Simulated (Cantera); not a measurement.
**Adiabatic ignition**

An adiabatic, constant-volume homogeneous reactor starts with CH₄ : O₂ : N₂ = 1 : 1.43 : 7.2 (molar parts), at 1325 K and 81000 Pa.

Computed with Cantera and GRI-Mech 3.0 (53 species, 325 reactions).

```tsv
t (s)	T (K)	P (bar)	x CH₄	x O₂	x HO₂	x CH₂CO	x NO	x N₂O
1.00e-6	1325	0.810	0.104	0.148	4.83e-9	<1e-12	<1e-12	<1e-12
4.13e-6	1325	0.810	0.104	0.148	1.99e-8	<1e-12	<1e-12	<1e-12
1.71e-5	1325	0.810	0.104	0.148	8.13e-8	<1e-12	<1e-12	<1e-12
7.06e-5	1325	0.810	0.104	0.148	3.20e-7	<1e-12	<1e-12	<1e-12
0.000292	1325	0.810	0.104	0.148	1.05e-6	<1e-12	<1e-12	7.42e-12
0.00120	1325	0.810	0.104	0.148	1.37e-6	8.27e-11	<1e-12	6.30e-11
0.00498	1328	0.812	0.103	0.148	3.79e-6	5.33e-8	<1e-12	4.74e-10
0.0206	2727	1.79	<1e-12	0.00127	7.21e-7	<1e-12	0.00242	1.70e-7
0.0850	2727	1.79	<1e-12	0.00127	7.21e-7	<1e-12	0.00243	1.71e-7
0.351	2727	1.79	<1e-12	0.00127	7.21e-7	<1e-12	0.00243	1.71e-7
1.45	2727	1.79	<1e-12	0.00127	7.21e-7	<1e-12	0.00243	1.71e-7
6.00	2727	1.79	<1e-12	0.00127	7.21e-7	<1e-12	0.00243	1.71e-7
```
x: mole fraction; the columns are a selection and need not sum to one.

The time of steepest temperature rise is 14.8 ms, the temperature at 6.00 s is 2727 K and the equilibrium temperature comes out as 2727 K. The x(CH₄) at 6.00 s comes out as <1e-12 (gas-phase equilibrium <1e-12). The x(O₂) at 6.00 s is 0.00127 (gas-phase equilibrium 0.00127). The x(HO₂) at 6.00 s comes out as 7.21e-7 (gas-phase equilibrium 7.21e-7).
